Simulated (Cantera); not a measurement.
A closed system holds: 1 mol BN, a varied amount of Cl₂, at 848.15 K and 7.20 Pa.

Method: chemical equilibrium by Gibbs-energy minimisation in Cantera with the NASA 1993 tables (ideal gas, pure condensed phases). Candidate condensed phases: B, BN; 10 gas species. Rates play no part.

x: gas mole fraction; n: condensed amount in mol.

| n(Cl₂) (mol) | x Cl₂ | x BCl₃ | x N₂ | x Cl | n BN(s) |
|---|---|---|---|---|---|
| 0.69 | 1.47e-8 | 0.667 | 0.333 | ___ | 0.540 |
| 1.9 | 0.210 | 0.526 | 0.263 | ___ | 0 |
| 3.2 | 0.529 | 0.312 | 0.156 | ___ | 0 |
| 4.4 | 0.657 | 0.227 | 0.113 | 0.00257 | 0 |
| 5.6 | 0.730 | 0.178 | 0.0892 | 0.00271 | 0 |
| 6.9 | 0.780 | 0.145 | 0.0724 | 0.00280 | 0 |
| 8.1 | 0.812 | 0.123 | 0.0616 | 0.00285 | 0 |
| 9.3 | 0.836 | 0.107 | 0.0537 | 0.00290 | 0 |
| 11 | 0.861 | 0.0908 | 0.0454 | 0.00294 | 0 |
| 12 | 0.872 | 0.0832 | 0.0416 | 0.00296 | 0 |
| 13 | 0.882 | 0.0768 | 0.0384 | 0.00297 | 0 |
| 14 | 0.890 | 0.0713 | 0.0357 | 0.00299 | 0 |

Task: Fill in the missing entries.

Result: 
- 0.69, x Cl: 3.83e-7
- 1.9, x Cl: 0.00145
- 3.2, x Cl: 0.00230
